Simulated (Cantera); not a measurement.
A Cantera script and what it prints.

```python
import numpy as np
import cantera as ct

gas_names = """
    H H2 H2S N NH NH2 NH3 N2 N2H2 N2H4 Pb PbS Pb2 S SH SN S2 S8
""".split()
cond_names = """
    Pb(cr) Pb(L) PbS(s) PbS(L) S(cr1) S(cr2) S(L)
""".split()


# ... load() reads the species with a 1 bar reference pressure and builds the phases ...
atoms = {
    'PbS': {'Pb': 1, 'S': 1},
    'H2': {'H': 2},
    'N2': {'N': 2},
}
top_T = {}  # K; cautious upper limits of use, not melting points


# ... equilibrate(T, P, feed) seeds the gas with the atoms and calls Mixture.equilibrate('TP', solver="vcs", rtol=1e-11, max_steps=5000) ...
results = []
feed = {'PbS': 1, 'H2': 1100, 'N2': 39}  # mol
T = 1648  # K
P = 3000  # Pa
mix = equilibrate(T, P, feed)
results.append((T, P, feed, dict(zip(mix.species_names, mix.species_moles))))
x = sorted(zip(gas.X, gas.species_names), reverse=True)
print(f"T = {T:g} K  P = {P:g} Pa  gas = {mix.phase_moles(0):.4g} mol")
print("   x: " + "  ".join(f"{s} {v:.3e}" for v, s in x if v > 0.001))
print("   condensed (mol): " + ("  ".join(f"{mix.phase(i).name} {mix.phase_moles(i):.4g}"
      for i in range(1, mix.n_phases) if mix.phase_moles(i) > 1e-12) or "none"))
```

Result:

```
T = 1648 K  P = 3000 Pa  gas = 1140 mol
   x: H2 9.636e-01  N2 3.420e-02
   condensed (mol): none
```

Method: chemical equilibrium by Gibbs-energy minimisation in Cantera with the NASA 1993 tables (ideal gas, pure condensed phases).
